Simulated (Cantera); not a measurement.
Input: 1 mol Si3N4, 0.0017 mol H2O, 840 mol N2, held at 1.70 mbar.

Cantera equilibrium calculation (NASA polynomials, part measured and part estimated; ideal gas, pure solids and liquids). Candidate condensed phases: H2O, Si, SiO2, Si2N2O, Si3N4; 35 gas species. Mutual solubility and eutectic melting of coexisting phases are not modelled. Equilibrium is a limit: real reactors are often held back by kinetics, nucleation or transport.

**Question.** Which condensed phases are stable at each of these points (T (K)): 1298, 1398, 1498, 1598, 1698, 1798, 1898, 1998?

**Answer.** 
```tsv
T (K)	condensed phases	Si condensed (%)
1298	Si2N2O(s) + Si3N4(s)	100.0
1398	Si3N4(s)	99.9
1498	Si3N4(s)	99.9
1598	Si3N4(s)	99.4
1698	Si3N4(s)	88.8
1798	Si(l)	44.1
1898	gas only	0.0
1998	gas only	0.0
```

At 1298 K the condensed part is Si2N2O(s) + Si3N4(s). From 1398 K to 1698 K the condensed part is Si3N4(s). At 1798 K the condensed part is Si(l). From 1898 K to 1998 K nothing is condensed.
